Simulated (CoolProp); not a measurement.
Vapour-liquid equilibrium of dimethyl ether (1) + n-hexane (2) at 84.55 °C; x and y are mole fractions of (1).

Model: multi-fluid Helmholtz-energy mixture model, Wu 2011 and Thol 2019; pair parameters Bell 2016, in CoolProp.

### Question
Give the bubble pressure and the first vapour's composition at x = 0.125, 0.425, 0.5. Is there an azeotrope?

### Answer
x = 0.125: 4.571 bar, y = 0.655; x = 0.425: 11.24 bar, y = 0.880; x = 0.5: 12.78 bar, y = 0.900. No azeotrope shows between x = 0.05 and 0.95.

The pair parameters rest on a limited set of measurements; away from them the model extrapolates. The gap from Raoult's law changes sign with composition, which may be real or a fault of the pair parameters; it wasn't checked against measurements.
